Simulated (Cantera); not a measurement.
Input: 1 mol Si, 7.3 mol HBr, 0.26 mol H2, at 825 K and 3.20 Pa.

Method: chemical equilibrium by Gibbs-energy minimisation in Cantera with the NASA 1993 tables (ideal gas, pure condensed phases). Candidate condensed phases: Br2, Si; 19 gas species. The tables' values for SiBr3 are old estimates; treat these amounts as uncertain. The numbers say what is thermodynamically allowed, not how fast it happens.

Base state: HBr 0.503, H2 0.344, SiBr4 0.152, SiHBr3 7.14e-5, SiBr3 4.21e-5, SiBr2 1.46e-5, Br 1.22e-5 (mole fractions); condensed: gas only.

### Question
What changes in the equilibrium state with this change: temperature from 825 K to 1150 K?

### Answer
| species | before | after |
|---|---|---|
| HBr | 0.503 | 0.646 |
| H2 | 0.344 | 0.208 |
| SiBr2 | 1.46e-5 | 0.101 |
| SiBr4 | 0.152 | 0.0289 |
| Br | 1.22e-5 | 0.0105 |
| SiBr3 | 4.21e-5 | 0.00569 |
| SiHBr3 | 7.14e-5 | 0.000113 |
